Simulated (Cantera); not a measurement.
Input (Python, Cantera):

```python
import numpy as np
import cantera as ct

gas = ct.Solution("gri30.yaml")
gas.TPX = 1425, 10000, {'CO': 0.0029, 'O2': 0.078, 'H2O': 0.00017, 'N2': 1}
reactor = ct.IdealGasConstPressureReactor(gas, energy="off", clone=False)
net = ct.ReactorNet([reactor])
net.rtol, net.atol = 1e-08, 1e-18
show = ['CO', 'O2', 'H2O', 'CO2', 'OH', 'H2O2']
times = np.geomspace(5e-05, 100, 11)

steps = ct.SolutionArray(gas, extra=["t"])
rows = []
print(f"{'t/s':>10s}{'T/K':>9s}{'P/Pa':>11s}" + "".join(f"{s:>11s}" for s in show))
for t in times:
    while net.time < t:
        t_next = net.step()
        steps.append(gas.state, t=t_next)
    rows.append([np.interp(t, steps.t, y) for y in (steps.T, steps.P, *steps(*show).X.T)])
    print(f"{t:10.3e}{rows[-1][0]:9.1f}{rows[-1][1]:11.4g}" + "".join(f"{x:11.3e}" for x in rows[-1][2:]))
rate = np.gradient(steps.T, steps.t)
print("integrator steps:", len(steps.t))
if steps.T.max() > steps.T[0] + 200:
    print(f"time of steepest temperature rise: {steps.t[rate.argmax()]:.4e} s")
gas.TPX = 1425, 10000, {'CO': 0.0029, 'O2': 0.078, 'H2O': 0.00017, 'N2': 1}
gas.equilibrate("TP")
print(f"equilibrium (TP): T = {gas.T:.1f} K  " + "  ".join(f"{s} {gas[s].X[0]:.3e}" for s in show))
```

Output:

```
       t/s      T/K       P/Pa         CO         O2        H2O        CO2         OH       H2O2
 5.000e-05   1425.0      1e+04  2.683e-03  7.215e-02  1.573e-04  9.533e-10  3.215e-12  9.477e-18
 2.133e-04   1425.0      1e+04  2.683e-03  7.215e-02  1.573e-04  4.069e-09  1.963e-11  1.150e-16
 9.103e-04   1425.0      1e+04  2.683e-03  7.215e-02  1.573e-04  1.741e-08  1.928e-10  7.431e-16
 3.884e-03   1425.0      1e+04  2.682e-03  7.215e-02  1.573e-04  7.712e-08  2.814e-09  2.916e-15
 1.657e-02   1425.0      1e+04  2.682e-03  7.215e-02  1.572e-04  5.580e-07  6.057e-08  1.872e-14
 7.071e-02   1425.0      1e+04  2.520e-03  7.199e-02  1.481e-04  1.625e-04  1.694e-05  9.788e-11
 3.017e-01   1425.0      1e+04  1.036e-04  7.042e-02  1.218e-04  2.581e-03  5.339e-05  6.422e-10
 1.287e+00   1425.0      1e+04  4.684e-06  7.086e-02  1.486e-04  2.681e-03  1.710e-05  1.018e-10
 5.493e+00   1425.0      1e+04  3.428e-07  7.090e-02  1.549e-04  2.686e-03  5.034e-06  9.636e-12
 2.344e+01   1425.0      1e+04  5.979e-08  7.090e-02  1.563e-04  2.686e-03  2.315e-06  2.071e-12
 1.000e+02   1425.0      1e+04  4.804e-08  7.090e-02  1.564e-04  2.686e-03  2.115e-06  1.732e-12
integrator steps: 1522
equilibrium (TP): T = 1425.0 K  CO 4.817e-08  O2 7.064e-02  H2O 1.564e-04  CO2 2.686e-03  OH 2.114e-06  H2O2 1.730e-12
```

Computed with Cantera and GRI-Mech 3.0 (53 species, 325 reactions).
